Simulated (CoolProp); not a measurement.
The numbers come from the reference Helmholtz-energy equation of state, Lemmon 2016 in CoolProp.

Question: For R227EA, give the phase and the viscosity (µPa s), conductivity (mW/(m K)) at 328.3 K and 1.01 bar.

Answer: 
- 328.3 K and 1.01 bar: gas; viscosity 12.8, conductivity 15.6

Viscosity comes from a separate model (Huber 2003), an estimate that may be off by 10 % or more. Thermal conductivity comes from a separate model (Huber 2003), an estimate that may be off by 10 % or more.
